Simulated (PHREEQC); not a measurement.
Consider water at 25 °C with 0.097 mol NH3 and 0.018 mol Na2SiO3 per kg of water. Closed to the air; pH follows from the charge balance.

Computed with PHREEQC (ion-association model, phreeqc.dat).

**Question.** The ionic strength comes out as 0.0384 mol/kgw. What activity coefficients do Na+, OH-, H2SiO4-2, H3SiO4-, NH4+ get?

**Answer.** Na+ 0.84, OH- 0.83, H2SiO4-2 0.50, H3SiO4- 0.83, NH4+ 0.82.

Precipitation was switched off in this run.
